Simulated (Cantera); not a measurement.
Input: 1 mol Si₂Cl₆, 1.4 mol HCl, 51 mol N₂, equilibrated at 1625 K and 900 Pa.

Equilibrium computed with Cantera from the NASA thermochemical tables; the gas is ideal and each condensed phase is pure. Candidate condensed phases: NH₄Cl, Si, Si₃N₄; 28 gas species. The feed counts by its element totals alone. The tables' values for SiCl₃ are old estimates; treat these amounts as uncertain. The numbers say what is thermodynamically allowed, not how fast it happens.

Base state: N₂ 0.935, HCl 0.0256, SiCl₂ 0.0153, SiCl₄ 0.0123, SiCl₃ 0.00901, Cl 0.00305, H₂ 2.41e-5 (mole fractions); condensed: gas only.

Problem. What changes in the equilibrium state with this change: Si₂Cl₆ replaced by SiH₄?

Solution. 
```csv
species,before,after
N₂,0.935,0.937
H₂,2.41e-5,0.0411
HCl,0.0256,0.0179
SiCl₄,0.0123,9.10e-7
SiCl₂,0.0153,0.00393
SiCl₃,0.00901,3.92e-5
Cl,0.00305,5.18e-5
H,3.65e-6,0.000151
"Si₃N₄(s), mol",0,0.262
```
